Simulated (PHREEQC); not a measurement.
Consider water at 20 °C with 4.2 mmol/kgw H2SO4. Closed to the air; pH follows from the charge balance.

Computed with PHREEQC (ion-association model, wateq4f.dat).

```
quantity          before     after
---------------  -------  --------
pH                  2.19      3.10
SO4-2 (mol/kgw)  0.00295  0.000396
HSO4- (mol/kgw)  0.00125   2.42e-5
```

What was changed between the two runs?
A) diluted 2-fold with water
B) diluted 10-fold with water
C) H2SO4 replaced by NH4HSO4 at the same molality
D) 0.00051 mol/kgw CO2 added
E) 0.0027 mol/kgw CdBr2 added

B, diluted 10-fold with water

No solid was allowed to form.
